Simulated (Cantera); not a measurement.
Gas mixture: 100 % N₂, at 0.0790 atm, frozen composition.

Cantera's kinetic-theory transport with the Lennard-Jones parameters of GRI-Mech 3.0, ideal gas; thermal conductivity in the multicomponent form.

One state of this run: ρ (kg/m³) = 0.0385; cp (J/kg/K) = 1095; μ (µPa s) = 32.8; λ (mW/m/K) = 50.9; Pr = 0.706; D (cm²/s) OH = 17.1; D (cm²/s) H₂O = 14.1; D (cm²/s) N₂ = 0.000. D: mixture-averaged diffusion coefficient of that species in the mixture.

Task: Which value of T (K) does it belong to?
(A) 600
(B) 700
(C) 500
(D) 900

Result: B, 700
